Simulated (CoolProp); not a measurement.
Water along the isobar 30400 kPa: Z from the reference equation and from simpler models built on Tc = 647.1 K, pc = 22060 kPa, ω = 0.344; each cubic takes its own stable root.

Values from CoolProp's reference Helmholtz-energy equation of state, Wagner 2002.

```csv
T (K),phase,reference
601.6,liquid,0.1571
636.4,liquid,0.1709
671.2,supercritical,0.2468
706,supercritical,0.5266
740.8,supercritical,0.6538
775.6,supercritical,0.7311
810.4,supercritical,0.7849
845.2,supercritical,0.8247
880,supercritical,0.8555
914.8,supercritical,0.8799
949.6,supercritical,0.8996
```

Task: How far does each simpler model (van der Waals, Redlich-Kwong, Soave-Redlich-Kwong, Peng-Robinson) lie from the reference over these 11 states: mean and median of the absolute difference, and the worst?

Result: 
- van der Waals: mean 27.1 %, median 8.5 %, worst +98.0 % at 601.6 K and 30400 kPa
- Redlich-Kwong: mean 15.7 %, median 4.6 %, worst +53.2 % at 636.4 K and 30400 kPa
- Soave-Redlich-Kwong: mean 16.1 %, median 4.0 %, worst +50.7 % at 636.4 K and 30400 kPa
- Peng-Robinson: mean 9.6 %, median 0.4 %, worst +35.2 % at 636.4 K and 30400 kPa
